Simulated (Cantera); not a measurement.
Mixture: H₂ : O₂ : N₂ = 1 : 1.16 : 4.37 (molar parts), at 0.370 bar, adiabatic and at constant pressure. Ignition delay is the time to a rise of 400 K.

Computed with Cantera and GRI-Mech 3.0 (53 species, 325 reactions). Where the delays flatten at high temperature, the 400 K rule measures the pace of heat release, not the induction time.

**Question.** What does this change do: constant volume in place of constant pressure?

**Answer.** 
```
quantity           before     after
---------------  --------  --------
delay at 1050 K  0.341 ms  0.317 ms
delay at 1125 K  0.227 ms  0.202 ms
delay at 1200 K  0.173 ms  0.146 ms
delay at 1275 K  0.148 ms  0.117 ms
delay at 1350 K  0.138 ms  0.102 ms
delay at 1425 K  0.138 ms   96.4 µs
```

**Question.** What does this change do: pressure from 0.370 bar to 31.0 bar?

**Answer.** 
```
quantity           before     after
---------------  --------  --------
delay at 1050 K  0.341 ms   2.67 ms
delay at 1125 K  0.227 ms  0.630 ms
delay at 1200 K  0.173 ms  0.166 ms
delay at 1275 K  0.148 ms   45.0 µs
delay at 1350 K  0.138 ms   10.8 µs
delay at 1425 K  0.138 ms   2.19 µs
```
The hydrogen kinetics of GRI-Mech 3.0 are dated; newer H2 mechanisms differ, most at raised pressure. The pressure lies above the range GRI-Mech 3.0 was tuned for (to about 10 atm).
